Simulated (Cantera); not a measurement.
An isothermal, constant-pressure homogeneous reactor starts with 21.3 % CH4, 78.7 % CO2, at 1500 K and 500000 Pa.

Cantera simulation using GRI-Mech 3.0 (53 species, 325 reactions); the numbers are that mechanism's predictions, not measurements.

One state of this run: x CH4 = 0.0970; x CO2 = 0.610; x C2H4 = 0.00362; x CH2 = 2.13e-9; x O = <1e-12; x H = 9.51e-7. x: mole fraction; the columns are a selection and need not sum to one.

Task: Which value of t (s) does it belong to?
A. 0.200
B. 0.00632
C. 20.0
D. 0.632

Result: A, 0.200
